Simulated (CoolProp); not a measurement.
Vapour-liquid equilibrium of hydrogen chloride (1) + propane (2) at 258.6 K; x and y are mole fractions of (1).

The numbers come from the multi-fluid Helmholtz-energy mixture model, Thol 2018 and Lemmon 2009; pair parameters Bell 2016 in CoolProp.

| x | bubble pressure (kPa) | y at the bubble point | dew pressure at overall composition x (kPa) | liquid density (mol/L) |
|---|---|---|---|---|
| 0.05 | 443.8 | 0.339 | 311.6 | 12.75 |
| 0.125 | 644.4 | 0.557 | 338.0 | 13.29 |
| 0.2 | 817.6 | 0.663 | 369.0 | 13.86 |
| 0.275 | 963.8 | 0.725 | 406.0 | 14.48 |
| 0.35 | 1086 | 0.767 | 450.8 | 15.17 |
| 0.425 | 1188 | 0.797 | 506.3 | 15.93 |
| 0.5 | 1276 | 0.822 | 576.6 | ? |
| 0.575 | ? | 0.843 | 668.3 | 17.72 |
| 0.65 | ? | ? | 791.9 | ? |
| 0.725 | 1492 | 0.885 | 963.6 | 20.07 |
| 0.8 | 1559 | 0.909 | 1199 | ? |
| 0.875 | 1626 | 0.937 | 1462 | 23.28 |
| 0.95 | 1693 | 0.971 | 1654 | 25.34 |

**Question.** What belongs in the gaps?

**Answer.** 
- 0.5, liquid density (mol/L): 16.77
- 0.575, bubble pressure (kPa): 1353
- 0.65, bubble pressure (kPa): 1424
- 0.65, y at the bubble point: 0.864
- 0.65, liquid density (mol/L): 18.81
- 0.8, liquid density (mol/L): 21.54

No azeotrope shows between x = 0.05 and 0.95.

The pair parameters rest on a limited set of measurements; away from them the model extrapolates.
